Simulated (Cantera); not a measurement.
An isothermal, constant-pressure homogeneous reactor starts with CH3OH : O2 : N2 = 0.0038 : 0.0021 : 1 (molar parts), at 1000 K and 10.9 atm. Integrator tolerance rtol = 1e-08.

Model: GRI-Mech 3.0 (53 species, 325 reactions), integrated in Cantera. GRI-Mech 3.0 was tuned for natural gas; its chemistry of methanol as a main component is partial and can be far from experiment.

Question: What does this change do: temperature 1000 to 1373 K?

Answer: 
```
quantity                                            before                                    after
-----------------  ---------------------------------------  ---------------------------------------
x(CH3OH) at 200 s    <1e-12 (gas-phase equilibrium <1e-12)  9.30e-12 (gas-phase equilibrium <1e-12)
x(O2) at 200 s     1.54e-12 (gas-phase equilibrium <1e-12)    <1e-12 (gas-phase equilibrium <1e-12)
x(CO) at 200 s     0.00346 (gas-phase equilibrium 0.00216)  0.00277 (gas-phase equilibrium 0.00277)
x(C2H2) at 200 s   1.14e-12 (gas-phase equilibrium <1e-12)   1.58e-8 (gas-phase equilibrium <1e-12)
x(C2H) at 200 s      <1e-12 (gas-phase equilibrium <1e-12)    <1e-12 (gas-phase equilibrium <1e-12)
```

Question: What does this change do: N2 1 to 1.8 parts?

Answer: 
| quantity | before | after |
|---|---|---|
| x(CH3OH) at 200 s | <1e-12 (gas-phase equilibrium <1e-12) | <1e-12 (gas-phase equilibrium <1e-12) |
| x(O2) at 200 s | 1.54e-12 (gas-phase equilibrium <1e-12) | <1e-12 (gas-phase equilibrium <1e-12) |
| x(CO) at 200 s | 0.00346 (gas-phase equilibrium 0.00216) | 0.00189 (gas-phase equilibrium 0.00121) |
| x(C2H2) at 200 s | 1.14e-12 (gas-phase equilibrium <1e-12) | <1e-12 (gas-phase equilibrium <1e-12) |
| x(C2H) at 200 s | <1e-12 (gas-phase equilibrium <1e-12) | <1e-12 (gas-phase equilibrium <1e-12) |
